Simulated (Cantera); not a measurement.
Gas-phase reforming

An isothermal, constant-pressure homogeneous reactor starts with CH₄ : H₂O : H₂ = 0.14 : 0.6 : 0.66 (molar parts), at 2050 K and 34000 Pa.

Detailed kinetics in Cantera: GRI-Mech 3.0 (53 species, 325 reactions).

```json
[
 {"t (s)": "3.00e-5", "x CH₄": "0.0955", "x H₂O": "0.427", "x H₂": "0.472", "x C₂H₆": "2.96e-5", "x H₂O₂": "4.29e-11", "x C₂H": "1.93e-9"},
 {"t (s)": "7.57e-5", "x CH₄": "0.0864", "x H₂O": "0.424", "x H₂": "0.478", "x C₂H₆": "8.37e-5", "x H₂O₂": "1.48e-10", "x C₂H": "1.29e-7"},
 {"t (s)": "0.000191", "x CH₄": "0.0656", "x H₂O": "0.414", "x H₂": "0.499", "x C₂H₆": "6.40e-5", "x H₂O₂": "1.92e-10", "x C₂H": "1.02e-6"},
 {"t (s)": "0.000482", "x CH₄": "0.0395", "x H₂O": "0.398", "x H₂": "0.529", "x C₂H₆": "2.48e-5", "x H₂O₂": "1.91e-10", "x C₂H": "2.23e-6"},
 {"t (s)": "0.00122", "x CH₄": "0.0192", "x H₂O": "0.379", "x H₂": "0.556", "x C₂H₆": "6.39e-6", "x H₂O₂": "1.92e-10", "x C₂H": "3.03e-6"},
 {"t (s)": "0.00307", "x CH₄": "0.00966", "x H₂O": "0.353", "x H₂": "0.580", "x C₂H₆": "1.73e-6", "x H₂O₂": "1.82e-10", "x C₂H": "2.85e-6"},
 {"t (s)": "0.00775", "x CH₄": "0.00616", "x H₂O": "0.318", "x H₂": "0.607", "x C₂H₆": "6.84e-7", "x H₂O₂": "1.44e-10", "x C₂H": "1.67e-6"},
 {"t (s)": "0.0195", "x CH₄": "0.00291", "x H₂O": "0.283", "x H₂": "0.634", "x C₂H₆": "1.44e-7", "x H₂O₂": "1.08e-10", "x C₂H": "4.58e-7"},
 {"t (s)": "0.0493", "x CH₄": "0.000302", "x H₂O": "0.268", "x H₂": "0.646", "x C₂H₆": "1.52e-9", "x H₂O₂": "9.50e-11", "x C₂H": "1.52e-8"},
 {"t (s)": "0.124", "x CH₄": "3.74e-8", "x H₂O": "0.267", "x H₂": "0.647", "x C₂H₆": "<1e-12", "x H₂O₂": "1.01e-10", "x C₂H": "<1e-12"},
 {"t (s)": "0.314", "x CH₄": "2.65e-10", "x H₂O": "0.267", "x H₂": "0.647", "x C₂H₆": "<1e-12", "x H₂O₂": "1.01e-10", "x C₂H": "<1e-12"},
 {"t (s)": "0.793", "x CH₄": "2.65e-10", "x H₂O": "0.267", "x H₂": "0.647", "x C₂H₆": "<1e-12", "x H₂O₂": "1.01e-10", "x C₂H": "<1e-12"},
 {"t (s)": "2.00", "x CH₄": "2.65e-10", "x H₂O": "0.267", "x H₂": "0.647", "x C₂H₆": "<1e-12", "x H₂O₂": "1.01e-10", "x C₂H": "<1e-12"}
]
```
x: mole fraction; the columns are a selection and need not sum to one.

Equilibrium at this temperature and pressure: CH₄ 3.18e-10, H₂O 0.267, H₂ 0.647, C₂H₆ <1e-12, H₂O₂ 1.01e-10, C₂H <1e-12 (gas phase only).
